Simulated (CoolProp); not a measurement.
n-perfluorobutane along the isobar 0.39 MPa: fugacity coefficient from the reference equation and from simpler models built on Tc = 113.2 °C, pc = 2.322 MPa, ω = 0.372; each cubic takes its own stable root.

The numbers come from the reference Helmholtz-energy equation of state, Gao 2022 in CoolProp.

```csv
T (°C),phase,reference,van der Waals,Soave-Redlich-Kwong
48.05,gas,0.8991,0.9229,0.8946
59.75,gas,0.9105,0.9291,0.9061
71.45,gas,0.9204,0.9347,0.9162
83.25,gas,0.9290,0.9397,0.9251
94.95,gas,0.9364,0.9442,0.9329
106.65,gas,0.9430,0.9482,0.9398
118.35,gas,0.9487,0.9519,0.9460
130.05,gas,0.9538,0.9553,0.9515
141.75,gas,0.9584,0.9583,0.9564
153.45,gas,0.9624,0.9611,0.9608
165.15,gas,0.9660,0.9636,0.9648
176.85,gas,0.9693,0.9660,0.9683
```
